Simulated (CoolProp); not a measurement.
Properties of dry air along the isobar 5.13 MPa (Tc = 132.5 K, pc = 3.786 MPa, ω = 0.034).

Computed with CoolProp (reference Helmholtz-energy equation of state, Lemmon 2000). It is a pseudo-pure fit of the blend.

```json
[
 {"T (K)": "102.1", "phase": "liquid", "cp (kJ/(kg K))": "2.028", "Joule-Thomson coefficient (K/MPa)": "-0.1945", "viscosity (µPa s)": "91.6", "conductivity (mW/(m K))": "108"},
 {"T (K)": "117", "phase": "liquid", "cp (kJ/(kg K))": "2.308", "Joule-Thomson coefficient (K/MPa)": "0.1198", "viscosity (µPa s)": "62.3", "conductivity (mW/(m K))": "84.1"},
 {"T (K)": "131.9", "phase": "liquid", "cp (kJ/(kg K))": "3.572", "Joule-Thomson coefficient (K/MPa)": "1.233", "viscosity (µPa s)": "37.9", "conductivity (mW/(m K))": "60.3"},
 {"T (K)": "146.7", "phase": "supercritical", "cp (kJ/(kg K))": "3.650", "Joule-Thomson coefficient (K/MPa)": "6.192", "viscosity (µPa s)": "15.2", "conductivity (mW/(m K))": "29.3"},
 {"T (K)": "161.6", "phase": "supercritical", "cp (kJ/(kg K))": "1.893", "Joule-Thomson coefficient (K/MPa)": "5.845", "viscosity (µPa s)": "13.9", "conductivity (mW/(m K))": "23.1"},
 {"T (K)": "176.5", "phase": "supercritical", "cp (kJ/(kg K))": "1.519", "Joule-Thomson coefficient (K/MPa)": "5.102", "viscosity (µPa s)": "14.1", "conductivity (mW/(m K))": "22.3"},
 {"T (K)": "191.3", "phase": "supercritical", "cp (kJ/(kg K))": "1.356", "Joule-Thomson coefficient (K/MPa)": "4.447", "viscosity (µPa s)": "14.6", "conductivity (mW/(m K))": "22.4"},
 {"T (K)": "206.2", "phase": "supercritical", "cp (kJ/(kg K))": "1.265", "Joule-Thomson coefficient (K/MPa)": "3.893", "viscosity (µPa s)": "15.2", "conductivity (mW/(m K))": "22.9"},
 {"T (K)": "221.1", "phase": "supercritical", "cp (kJ/(kg K))": "1.207", "Joule-Thomson coefficient (K/MPa)": "3.428", "viscosity (µPa s)": "15.9", "conductivity (mW/(m K))": "23.7"},
 {"T (K)": "236", "phase": "supercritical", "cp (kJ/(kg K))": "1.167", "Joule-Thomson coefficient (K/MPa)": "3.035", "viscosity (µPa s)": "16.5", "conductivity (mW/(m K))": "24.5"},
 {"T (K)": "250.8", "phase": "supercritical", "cp (kJ/(kg K))": "1.139", "Joule-Thomson coefficient (K/MPa)": "2.702", "viscosity (µPa s)": "17.2", "conductivity (mW/(m K))": "25.4"},
 {"T (K)": "265.7", "phase": "supercritical", "cp (kJ/(kg K))": "1.118", "Joule-Thomson coefficient (K/MPa)": "2.411", "viscosity (µPa s)": "17.9", "conductivity (mW/(m K))": "26.3"},
 {"T (K)": "280.6", "phase": "supercritical", "cp (kJ/(kg K))": "1.103", "Joule-Thomson coefficient (K/MPa)": "2.158", "viscosity (µPa s)": "18.6", "conductivity (mW/(m K))": "27.2"},
 {"T (K)": "295.4", "phase": "supercritical", "cp (kJ/(kg K))": "1.090", "Joule-Thomson coefficient (K/MPa)": "1.936", "viscosity (µPa s)": "19.2", "conductivity (mW/(m K))": "28.2"},
 {"T (K)": "310.3", "phase": "supercritical", "cp (kJ/(kg K))": "1.080", "Joule-Thomson coefficient (K/MPa)": "1.738", "viscosity (µPa s)": "19.9", "conductivity (mW/(m K))": "29.1"},
 {"T (K)": "325.2", "phase": "supercritical", "cp (kJ/(kg K))": "1.073", "Joule-Thomson coefficient (K/MPa)": "1.561", "viscosity (µPa s)": "20.6", "conductivity (mW/(m K))": "30.1"}
]
```

The peak of cp marks the crossing from liquid-like to gas-like fluid above the critical point.

Viscosity comes from a separate model (Lemmon 2004). Thermal conductivity comes from a separate model (Lemmon 2004).
